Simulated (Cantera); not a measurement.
What does this Cantera script print?

```python
import numpy as np
import cantera as ct

gas_names = [...]  # 116 gases of nasa_gas.yaml made of C, H, Mg, O
cond_names = """
    C(gr) C6H6(L) C7H8(L) C8H18(L),n-octa H2O(s) H2O(L) Mg(cr) Mg(L) MgCO3(s) MgO(s) MgO(L) MgO2H2(s)
""".split()


# ... load() reads the species with a 1 bar reference pressure and builds the phases ...
atoms = {
    'Mg(OH)2': {'Mg': 1, 'O': 2, 'H': 2},
    'CO2': {'C': 1, 'O': 2},
    'H2': {'H': 2},
}
top_T = {'C(gr)': 4500}  # K; cautious upper limits of use, not melting points


# ... equilibrate(T, P, feed) seeds the gas with the atoms and calls Mixture.equilibrate('TP', solver="vcs", rtol=1e-11, max_steps=5000) ...
results = []
feed = {'Mg(OH)2': 1, 'CO2': 4.4, 'H2': 5.3}  # mol
P = 380000  # Pa
for T in [600, 700, 800, 900, 1000, 1100, 1200, 1300, 1400]:
    mix = equilibrate(T, P, feed)
    results.append((T, P, feed, dict(zip(mix.species_names, mix.species_moles))))
    x = sorted(zip(gas.X, gas.species_names), reverse=True)
    print(f"T = {T:g} K  P = {P:g} Pa  gas = {mix.phase_moles(0):.4g} mol")
    print("   x: " + "  ".join(f"{s} {v:.3e}" for v, s in x if v > 1e-05))
    print("   condensed (mol): " + ("  ".join(f"{mix.phase(i).name} {mix.phase_moles(i):.4g}"
          for i in range(1, mix.n_phases) if mix.phase_moles(i) > 1e-12) or "none"))
```

Output:

```
T = 600 K  P = 380000 Pa  gas = 7.125 mol
   x: H2O 5.587e-01  CO2 2.679e-01  CH4 1.525e-01  H2 2.062e-02  CO 3.497e-04
   condensed (mol): C(gr) 0.4027  MgCO3(s) 1
T = 700 K  P = 380000 Pa  gas = 8.318 mol
   x: H2O 4.668e-01  CO2 3.532e-01  CH4 1.154e-01  H2 5.975e-02  CO 4.802e-03
   condensed (mol): C(gr) 0.4618  MgO(s) 1
T = 800 K  P = 380000 Pa  gas = 8.797 mol
   x: H2O 3.791e-01  CO2 3.521e-01  H2 1.392e-01  CH4 9.894e-02  CO 3.063e-02
   condensed (mol): C(gr) 0.1624  MgO(s) 1
T = 900 K  P = 380000 Pa  gas = 9.715 mol
   x: H2O 3.066e-01  CO2 3.000e-01  H2 2.404e-01  CO 1.023e-01  CH4 5.071e-02
   condensed (mol): MgO(s) 1
T = 1000 K  P = 380000 Pa  gas = 10.52 mol
   x: H2 2.969e-01  H2O 2.847e-01  CO2 2.373e-01  CO 1.724e-01  CH4 8.638e-03
   condensed (mol): MgO(s) 1
T = 1100 K  P = 380000 Pa  gas = 10.68 mol
   x: H2O 2.988e-01  H2 2.894e-01  CO2 2.074e-01  CO 2.036e-01  CH4 7.659e-04
   condensed (mol): MgO(s) 1
T = 1200 K  P = 380000 Pa  gas = 10.7 mol
   x: H2O 3.164e-01  H2 2.723e-01  CO 2.227e-01  CO2 1.885e-01  CH4 8.417e-05
   condensed (mol): MgO(s) 1
T = 1300 K  P = 380000 Pa  gas = 10.7 mol
   x: H2O 3.312e-01  H2 2.575e-01  CO 2.377e-01  CO2 1.735e-01  CH4 1.269e-05
   condensed (mol): MgO(s) 1
T = 1400 K  P = 380000 Pa  gas = 10.7 mol
   x: H2O 3.435e-01  CO 2.500e-01  H2 2.453e-01  CO2 1.612e-01
   condensed (mol): MgO(s) 1
```

Method: chemical equilibrium by Gibbs-energy minimisation in Cantera with the NASA 1993 tables (ideal gas, pure condensed phases).
